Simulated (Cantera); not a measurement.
An isothermal, constant-pressure homogeneous reactor starts with CO : O₂ : H₂O : N₂ = 0.0059 : 0.031 : 0.04 : 1 (molar parts), at 1023 K and 1.00 atm.

Model: GRI-Mech 3.0 (53 species, 325 reactions), integrated in Cantera.

x: mole fraction; the columns are a selection and need not sum to one.

```
t (s)        x CO    x O₂   x H₂O       x O     x NO₂      x H₂     x HO₂
--------  -------  ------  ------  --------  --------  --------  --------
0.000400  0.00548  0.0288  0.0371  1.03e-10    <1e-12  2.02e-12  3.51e-11
0.000730  0.00548  0.0288  0.0371  1.98e-10    <1e-12  9.14e-12  1.54e-10
0.00133   0.00548  0.0288  0.0371  4.21e-10    <1e-12  3.97e-11  6.55e-10
0.00243   0.00548  0.0288  0.0371   1.10e-9    <1e-12  1.85e-10   2.96e-9
0.00444   0.00548  0.0288  0.0371   4.62e-9    <1e-12   1.15e-9   1.77e-8
0.00811   0.00548  0.0288  0.0371   5.27e-8    <1e-12   1.61e-8   2.31e-7
0.0148    0.00545  0.0288  0.0371   1.22e-6    <1e-12   1.28e-6   5.08e-6
0.0270    0.00521  0.0287  0.0371   2.25e-6  2.08e-12   1.47e-5   6.95e-6
0.0493          ?  0.0284  0.0371   2.13e-6  8.14e-12   3.18e-5   6.83e-6
0.0900          ?  0.0280  0.0371   1.80e-6  2.08e-11   3.92e-5   6.37e-6
0.164           ?  0.0275  0.0372   1.30e-6  4.65e-11   3.28e-5   5.48e-6
0.300           ?  0.0270  0.0372   7.68e-7  9.56e-11   2.04e-5   4.22e-6
0.548           ?  0.0266  0.0372   3.50e-7  1.76e-10   9.81e-6   2.79e-6
1.00            ?  0.0263  0.0372   1.20e-7  2.76e-10   3.92e-6   1.54e-6
```

Task: Fill in the missing entries.

Result: 
- 0.0493, x CO: 0.00470
- 0.0900, x CO: 0.00392
- 0.164, x CO: 0.00289
- 0.300, x CO: 0.00181
- 0.548, x CO: 0.000942
- 1.00, x CO: 0.000417
